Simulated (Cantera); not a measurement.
A perfectly stirred reactor is fed with NH3 : H2 = 1 : 9.4 (molar parts), at 0.109 atm; it is held at 2398 K, and followed from long to short residence time.

Model: the gas-phase N/H chemistry of the illustrative SiF4/NH3 mechanism in the Surface Chemkin manual (1991), integrated in Cantera. Walls and surfaces, which speed up NH3 decomposition in real reactors, are not modelled.

x: mole fraction; the columns are a selection and need not sum to one.

```tsv
τ (s)	x NH3	x H2	x N	x N2	x NH	x N2H4	x NH2
0.34	0.000308	0.921	4.24e-5	0.0429	2.93e-5	5.22e-12	…
0.22	0.000524	0.926	4.44e-5	0.0429	3.61e-5	1.10e-11	…
0.14	0.00115	0.933	4.00e-5	0.0427	4.38e-5	2.94e-11	…
0.090	0.00317	0.940	2.93e-5	0.0420	4.99e-5	9.28e-11	…
0.058	0.00777	0.942	2.13e-5	0.0399	5.45e-5	2.49e-10	…
0.037	0.0151	0.940	1.73e-5	0.0366	5.93e-5	5.30e-10	…
0.024	0.0243	0.937	1.54e-5	0.0324	6.43e-5	9.29e-10	…
0.015	0.0361	0.931	1.42e-5	0.0269	6.95e-5	1.50e-9	…
0.0097	0.0479	0.925	1.33e-5	0.0215	7.35e-5	2.12e-9	…
0.0062	0.0598	0.919	1.26e-5	0.0160	7.62e-5	2.75e-9	…
```

What belongs in the gaps?


- 0.34, x NH2: 3.87e-5
- 0.22, x NH2: 5.61e-5
- 0.14, x NH2: 9.17e-5
- 0.090, x NH2: 0.000163
- 0.058, x NH2: 0.000267
- 0.037, x NH2: 0.000388
- 0.024, x NH2: 0.000514
- 0.015, x NH2: 0.000654
- 0.0097, x NH2: 0.000777
- 0.0062, x NH2: 0.000885
